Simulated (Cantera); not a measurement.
Feed: 1 mol FeS, 0.056 mol H2S, 6.6 mol H2O, held at 1548 K and 1.70 bar.

Cantera equilibrium calculation (NASA polynomials, part measured and part estimated; ideal gas, pure solids and liquids). Candidate condensed phases: Fe, FeO, Fe(OH)2, Fe(OH)3, FeS, FeSO4, FeS2, Fe2O3, Fe2(SO4)3, Fe3O4, H2O, H2SO4, S; 22 gas species. Metal and sulfide melt together well below either melting point, which pure phases cannot show. Mutual solubility and eutectic melting of coexisting phases are not modelled. The tables' stoichiometric FeO is somewhat more stable than real wüstite, so its field is too wide. FeO, FeS: taken at fixed stoichiometry. The numbers say what is thermodynamically allowed, not how fast it happens.

Base state: H2O 0.850, H2 0.0860, H2S 0.0313, SO2 0.0218, S2 0.00925, SH 0.000549, SO 0.000466, S2O 0.000249 (mole fractions); condensed: FeO(s) + FeS(l).

**Question.** What changes in the equilibrium state with this change: pressure from 1.70 bar to 1.00 bar?

**Answer.** 
```
species        before     after
-----------  --------  --------
H2O             0.850     0.834
H2             0.0860    0.0977
H2S            0.0313    0.0307
S2            0.00925    0.0117
SO2            0.0218    0.0240
Fe(OH)2       2.06e-5   2.02e-5
SO           0.000466  0.000592
SH           0.000549  0.000659
FeO(s), mol     0.447     0.496
FeS(l), mol     0.553     0.504
```

**Question.** What changes in the equilibrium state with this change: temperature from 1548 K to 1348.15 K?

**Answer.** 
```csv
species,before,after
H2O,0.850,0.920
H2,0.0860,0.0416
H2S,0.0313,0.0232
SO2,0.0218,0.0119
Fe(OH)2,2.06e-5,2.83e-6
SO,0.000466,6.26e-5
SH,0.000549,8.77e-5
S2,0.00925,0.00269
S2O,0.000249,7.63e-5
"FeO(s), mol",0.447,0.220
"FeS(l), mol",0.553,0
"FeS(s), mol",0,0.780
```
